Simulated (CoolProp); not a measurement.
Vapour-liquid equilibrium of dimethyl carbonate (1) + n-nonane (2) at 32.8 kPa; x and y are mole fractions of (1).

The numbers come from the multi-fluid Helmholtz-energy mixture model, Zhou 2011 and Lemmon 2006; pair parameters Bell 2016 in CoolProp.

| x | bubble temperature, mixture model (°C) | bubble temperature, Raoult's law (°C) | y, mixture model | y, Raoult's law |
|---|---|---|---|---|
| 0.05 | 94.8 | 105.9 | ___ | 0.249 |
| 0.125 | 78.9 | 97.5 | 0.746 | 0.487 |
| 0.2 | 70.3 | 90.9 | 0.835 | 0.634 |
| 0.275 | 65.6 | 85.5 | 0.874 | 0.732 |
| 0.35 | 63.0 | 80.9 | 0.894 | 0.800 |
| 0.425 | 61.6 | 77.0 | 0.904 | 0.850 |
| 0.5 | ___ | 73.6 | 0.909 | 0.887 |
| 0.575 | 60.5 | 70.6 | 0.912 | 0.916 |
| 0.65 | 60.3 | 68.0 | ___ | 0.938 |
| 0.725 | 60.1 | 65.6 | 0.918 | 0.957 |
| 0.8 | 59.7 | 63.4 | 0.925 | 0.972 |
| 0.875 | 59.2 | 61.4 | 0.938 | 0.984 |
| 0.95 | 58.7 | 59.5 | 0.966 | 0.994 |

Question: Complete the blanks.

Answer: 
- 0.05, y, mixture model: 0.490
- 0.5, bubble temperature, mixture model (°C): 60.9
- 0.65, y, mixture model: 0.915

The largest gap from Raoult's law is -20.6 K in bubble temperature, at x = 0.2. No azeotrope shows between x = 0.05 and 0.95.

The pair parameters rest on a limited set of measurements; away from them the model extrapolates. With so large a gap from Raoult's law the liquid may split in two, which this calculation doesn't test in full.
